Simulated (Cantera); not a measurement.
A closed system holds: 1 mol Pb, a varied amount of O2, 1 mol N2, equilibrated at 0.110 bar.

Method: chemical equilibrium by Gibbs-energy minimisation in Cantera with the NASA 1993 tables (ideal gas, pure condensed phases). Candidate condensed phases: Pb, PbO, PbO2, Pb3O4; 12 gas species. Each liquid is taken as pure. Mutual solubility and eutectic melting of coexisting phases are not modelled. Kinetics and transport are ignored.

Stable condensed phases, one row left out:

```
T in K \ n(O2) in mol
         0.17 0.21 0.25  0.3 0.36 0.43 0.52 0.62 0.75  0.9
   1575     A    B    B    B    B    B    B    B    B    B
   1550     B    B    B    B    B    B    B    B    B    B
   1525     C    C    C    B    B    B    B    B    B    B
   1475     C    C    C    C    C    B    B    B    B    B
   1450     C    C    C    C    C    B    B    B    B    B
   1425     C    C    C    C    C    C    B    B    B    B
   1400     C    C    C    C    C    C    B    B    B    B
   1375     C    C    C    C    C    C    B    B    B    B
   1350     C    C    C    C    C    C    B    B    B    B
```

A: gas only; B: PbO; C: Pb + PbO.

Problem. Give the row for 1500 K.

Solution. 0.17: Pb + PbO; 0.21: Pb + PbO; 0.25: Pb + PbO; 0.3: Pb + PbO; 0.36: PbO; 0.43: PbO; 0.52: PbO; 0.62: PbO; 0.75: PbO; 0.9: PbO.
